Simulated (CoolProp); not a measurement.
Normal hydrogen along the isotherm 33.4 K: fugacity coefficient from the reference equation and from simpler models built on Tc = 33.1 K, pc = 1.296 MPa, ω = -0.219; each cubic takes its own stable root.

The numbers come from the reference Helmholtz-energy equation of state, Leachman 2009 in CoolProp.

```
p (MPa)          phase  reference
-------  -------------  ---------
0.0205             gas     0.9950
0.0346             gas     0.9915
0.0584             gas     0.9857
0.0985             gas     0.9759
0.166              gas     0.9595
0.281              gas     0.9318
0.474              gas     0.8854
0.799              gas     0.8078
1.35     supercritical     0.6665
2.28     supercritical     0.4536
3.84     supercritical     0.3288
6.48     supercritical     0.2648
```

**Question.** How far does each simpler model (van der Waals, Redlich-Kwong, Peng-Robinson) lie from the reference over these 12 states: mean and median of the absolute difference, and the worst?

**Answer.** 
- van der Waals: mean 4.0 %, median 0.8 %, worst +21.5 % at 33.4 K and 6.48 MPa
- Redlich-Kwong: mean 0.3 %, median 0.2 %, worst -1.0 % at 33.4 K and 1.35 MPa
- Peng-Robinson: mean 2.9 %, median 1.6 %, worst -10.0 % at 33.4 K and 6.48 MPa
